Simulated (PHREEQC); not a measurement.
1.9 g of hydrous ferric oxide (600 m²/g; 0.2 weak and 0.005 strong sites per Fe, Dzombak-Morel constants, diffuse double layer) in 1 kg of water with 0.01 mol/kgw of an inert sodium salt and 0.035 mmol/kgw ZnSO4 and 0.016 mmol/kgw NaH2PO4, at 25 °C; the pH is set by adding NaOH or the inert anion's acid. Oxygen is held at 0.21 atm. The system is closed to CO2. No solid was allowed to form.

Base run: PHREEQC, ion-association model, wateq4f.dat. Each further column changes one thing. The table gives S sorbed (%).

```json
[
 {"pH": "4", "base": "100.0", "no electrostatic term (-no_edl)": "0.8", "background salt from 0.01 to 0.001 mol/kgw": "100.0", "oxide from 1.9 to 9.5 g/kgw": "100.0", "0.0066 mol/kgw MgCl2 added": "100.0"},
 {"pH": "4.5", "base": "100.0", "no electrostatic term (-no_edl)": "0.8", "background salt from 0.01 to 0.001 mol/kgw": "100.0", "oxide from 1.9 to 9.5 g/kgw": "100.0", "0.0066 mol/kgw MgCl2 added": "99.9"},
 {"pH": "5", "base": "99.9", "no electrostatic term (-no_edl)": "0.8", "background salt from 0.01 to 0.001 mol/kgw": "100.0", "oxide from 1.9 to 9.5 g/kgw": "100.0", "0.0066 mol/kgw MgCl2 added": "99.7"},
 {"pH": "6", "base": "98.5", "no electrostatic term (-no_edl)": "0.9", "background salt from 0.01 to 0.001 mol/kgw": "99.4", "oxide from 1.9 to 9.5 g/kgw": "99.7", "0.0066 mol/kgw MgCl2 added": "95.6"},
 {"pH": "6.5", "base": "91.2", "no electrostatic term (-no_edl)": "0.9", "background salt from 0.01 to 0.001 mol/kgw": "___", "oxide from 1.9 to 9.5 g/kgw": "___", "0.0066 mol/kgw MgCl2 added": "80.9"},
 {"pH": "7", "base": "59.4", "no electrostatic term (-no_edl)": "1.1", "background salt from 0.01 to 0.001 mol/kgw": "71.3", "oxide from 1.9 to 9.5 g/kgw": "88.4", "0.0066 mol/kgw MgCl2 added": "47.9"},
 {"pH": "7.5", "base": "16.0", "no electrostatic term (-no_edl)": "1.3", "background salt from 0.01 to 0.001 mol/kgw": "22.2", "oxide from 1.9 to 9.5 g/kgw": "48.7", "0.0066 mol/kgw MgCl2 added": "___"},
 {"pH": "8.5", "base": "0.3", "no electrostatic term (-no_edl)": "___", "background salt from 0.01 to 0.001 mol/kgw": "0.3", "oxide from 1.9 to 9.5 g/kgw": "1.3", "0.0066 mol/kgw MgCl2 added": "___"},
 {"pH": "9", "base": "0.0", "no electrostatic term (-no_edl)": "0.8", "background salt from 0.01 to 0.001 mol/kgw": "0.0", "oxide from 1.9 to 9.5 g/kgw": "0.2", "0.0066 mol/kgw MgCl2 added": "___"},
 {"pH": "9.5", "base": "0.0", "no electrostatic term (-no_edl)": "0.3", "background salt from 0.01 to 0.001 mol/kgw": "0.0", "oxide from 1.9 to 9.5 g/kgw": "0.0", "0.0066 mol/kgw MgCl2 added": "0.8"},
 {"pH": "10", "base": "0.0", "no electrostatic term (-no_edl)": "0.1", "background salt from 0.01 to 0.001 mol/kgw": "0.0", "oxide from 1.9 to 9.5 g/kgw": "0.0", "0.0066 mol/kgw MgCl2 added": "0.3"},
 {"pH": "11", "base": "0.0", "no electrostatic term (-no_edl)": "0.0", "background salt from 0.01 to 0.001 mol/kgw": "0.0", "oxide from 1.9 to 9.5 g/kgw": "0.0", "0.0066 mol/kgw MgCl2 added": "0.0"},
 {"pH": "11.5", "base": "0.0", "no electrostatic term (-no_edl)": "0.0", "background salt from 0.01 to 0.001 mol/kgw": "0.0", "oxide from 1.9 to 9.5 g/kgw": "0.0", "0.0066 mol/kgw MgCl2 added": "0.0"},
 {"pH": "12", "base": "0.0", "no electrostatic term (-no_edl)": "0.0", "background salt from 0.01 to 0.001 mol/kgw": "0.0", "oxide from 1.9 to 9.5 g/kgw": "0.0", "0.0066 mol/kgw MgCl2 added": "0.0"}
]
```

**Question.** Fill in the missing entries.

**Answer.** 
- 6.5, background salt from 0.01 to 0.001 mol/kgw: 95.5
- 6.5, oxide from 1.9 to 9.5 g/kgw: 98.2
- 7.5, 0.0066 mol/kgw MgCl2 added: 26.2
- 8.5, no electrostatic term (-no_edl): 1.2
- 8.5, 0.0066 mol/kgw MgCl2 added: 6.9
- 9, 0.0066 mol/kgw MgCl2 added: 2.5

H3PO4, which wateq4f.dat lacks, is added to it with the constant of phreeqc.dat. The database has no phosphate complexes of Zn. In at least one series the solution becomes supersaturated in solids that the run did not let form, among them Zincite(c).
